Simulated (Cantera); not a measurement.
Input: 1 mol Al, 0.027 mol O2, 12 mol H2, equilibrated at 0.180 Torr.

These are equilibrium values from Cantera (NASA tables, ideal gas, pure condensed phases), not measurements of a reactor. Candidate condensed phases: Al, Al2O3, H2O; 19 gas species. Mutual solubility and eutectic melting of coexisting phases are not modelled. Kinetics and transport are ignored.

log p: log10 of the partial pressure in bar; n: condensed amount in mol.

| T (K) | log p H2 | log p Al | log p H | log p Al2O | log p AlH | log p AlOH | log p Al2 | n Al(l) | n Al2O3(s) |
|---|---|---|---|---|---|---|---|---|---|
| 1025 | -3.62 | -9.90 | -10.17 | -11.18 | -10.45 | -15.13 | <-15 | 0.964 | 0.0180 |
| 1125 | -3.62 | -8.48 | -9.16 | -9.44 | -9.36 | -13.50 | (withheld) | 0.964 | 0.0180 |
| 1225 | -3.62 | -7.30 | -8.32 | -7.99 | -8.46 | -12.14 | (withheld) | 0.961 | 0.0178 |
| 1325 | -3.62 | -6.30 | -7.60 | -6.76 | -7.69 | -10.99 | (withheld) | 0.926 | 0.0151 |
| 1425 | -3.63 | -5.44 | -6.98 | -5.98 | -7.04 | -10.27 | (withheld) | 0.704 | 0 |
| 1525 | -3.65 | -4.79 | -6.45 | -6.00 | -6.58 | -10.27 | (withheld) | 0 | 0 |
| 1625 | -3.65 | -4.79 | -5.98 | -6.00 | -6.73 | -9.67 | (withheld) | 0 | 0 |
| 1725 | -3.66 | -4.79 | -5.56 | -6.00 | -6.87 | -9.14 | (withheld) | 0 | 0 |
| 1825 | -3.67 | -4.79 | -5.19 | -6.01 | -6.99 | -8.67 | (withheld) | 0 | 0 |

Q: Some entries are withheld; supply them.

A: 
- 1125, log p Al2: -13.97
- 1225, log p Al2: -12.26
- 1325, log p Al2: -10.82
- 1425, log p Al2: -9.58
- 1525, log p Al2: -8.69
- 1625, log p Al2: -9.05
- 1725, log p Al2: -9.37
- 1825, log p Al2: -9.66
